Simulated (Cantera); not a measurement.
Cantera run:

```python
import numpy as np
import cantera as ct

gas_names = """
    SO3 O
""".split()
cond_names = """
    CaO(s) CaO(L) CaS(s)
""".split()


# ... load() reads the species with a 1 bar reference pressure and builds the phases ...
species = {s.name: s for s in load("nasa_gas.yaml", gas_names) + load("nasa_condensed.yaml", cond_names)}
# Each term lists the table entries of one substance; the one whose range holds T is used.
reactions = {
    'SO3(g) + CaO = CaS + 4 O(g)':
        [(-1, ['SO3']), (-1, ['CaO(s)', 'CaO(L)']), (1, ['CaS(s)']), (4, ['O'])],
}


def pick(names, T):
    return next(species[n] for n in names if species[n].thermo.min_temp <= T <= species[n].thermo.max_temp)


results = []
for label, terms in reactions.items():
    print(label)
    print("     T/K   dH/kJ  dS/(J/K)   dG/kJ   log10 K")
    for T in [523, 723, 923, 1123, 1323, 1523, 1723, 1923, 2123, 2323]:
        used = [(nu, pick(names, T)) for nu, names in terms]
        dH = sum(nu * s.thermo.h(T) for nu, s in used) / 1e6
        dS = sum(nu * s.thermo.s(T) for nu, s in used) / 1e3
        dG = dH - T * dS / 1e3
        logK = -dG * 1e6 / (ct.gas_constant * T * np.log(10))
        results.append((label, T, dH, dS, dG, logK, [s.name for _, s in used]))
        print(f"{T:8g} {dH:8.1f} {dS:8.1f} {dG:8.1f} {logK:8.2f}")
```

Result:

```
SO3(g) + CaO = CaS + 4 O(g)
     T/K   dH/kJ  dS/(J/K)   dG/kJ   log10 K
     523   1561.2    423.6   1339.7  -133.80
     723   1564.7    429.3   1254.3   -90.62
     923   1567.0    432.1   1168.1   -66.11
    1123   1568.6    433.7   1081.5   -50.30
    1323   1569.7    434.6    994.7   -39.27
    1523   1570.6    435.2    907.7   -31.13
    1723   1571.2    435.6    820.6   -24.88
    1923   1571.6    435.8    733.5   -19.92
    2123   1571.8    436.0    646.3   -15.90
    2323   1572.0    436.1    559.1   -12.57
```

Source: NASA polynomial tables (part measured, part estimated), evaluated in Cantera. Condensed species are held in their standard states even where they would react or evaporate.
